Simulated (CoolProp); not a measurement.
CHF3 (R23) along the isotherm 35.75 °C: density (kg/m³) from the reference equation and from simpler models built on Tc = 26.1 °C, pc = 4832 kPa, ω = 0.263; each cubic takes its own stable root.

Computed with CoolProp (reference Helmholtz-energy equation of state, Penoncello 2003).

| p (kPa) | phase | reference | ideal gas | van der Waals | Redlich-Kwong | Soave-Redlich-Kwong | Peng-Robinson |
|---|---|---|---|---|---|---|---|
| 22.9 | gas | 0.6252 | 0.6243 | 0.6251 | 0.6252 | 0.6252 | 0.6253 |
| 37 | gas | 1.011 | 1.009 | 1.011 | 1.011 | 1.011 | 1.011 |
| 59.8 | gas | 1.637 | 1.630 | 1.636 | 1.636 | 1.636 | 1.637 |
| 96.6 | gas | 2.651 | 2.633 | 2.648 | 2.650 | 2.650 | 2.652 |
| 156 | gas | 4.298 | 4.253 | 4.291 | 4.296 | 4.295 | 4.301 |
| 252 | gas | 6.989 | 6.870 | 6.971 | 6.984 | 6.982 | 6.996 |
| 408 | gas | 11.44 | 11.12 | 11.39 | 11.43 | 11.42 | 11.46 |
| 658 | gas | 18.79 | 17.94 | 18.66 | 18.75 | 18.74 | 18.84 |
| 1060 | gas | 31.22 | 28.90 | 30.86 | 31.11 | 31.07 | 31.34 |
| 1720 | gas | 53.57 | 46.89 | 52.52 | 53.24 | 53.11 | 53.88 |
| 2780 | gas | 96.42 | 75.78 | 93.15 | 95.30 | 94.78 | 97.15 |
| 4490 | gas | 203.1 | 122.4 | 192.2 | 198.7 | 194.7 | 203.8 |
| 7250 | supercritical | 762.3 | 197.6 | 542.6 | 617.5 | 593.6 | 648.4 |
